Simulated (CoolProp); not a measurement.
The numbers come from the reference Helmholtz-energy equation of state, Schroeder 2014 in CoolProp.

Q: Give the vapour pressure (bar), vapour density (kg/m³), enthalpy of vaporisation (kJ/kg), liquid cp (kJ/(kg K)) of saturated ethanol at 362.6 K.

A: 
| T (K) | p (bar) | vapour density (kg/m³) | enthalpy of vaporisation (kJ/kg) | liquid cp (kJ/(kg K)) |
|---|---|---|---|---|
| 362.6 | 1.54 | 2.46 | 831 | 3.05 |
